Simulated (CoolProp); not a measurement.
Values from CoolProp's reference Helmholtz-energy equation of state, Thol 2021.

Problem. For chlorine, give the phase and the cp (kJ/(kg K)), speed of sound (m/s) at 326.8 K and 0.853 MPa; 342.8 K and 0.853 MPa; 369.4 K and 0.853 MPa.

Solution. 
- 326.8 K and 0.853 MPa: gas; cp 0.573, speed of sound 214
- 342.8 K and 0.853 MPa: gas; cp 0.561, speed of sound 220
- 369.4 K and 0.853 MPa: gas; cp 0.547, speed of sound 231
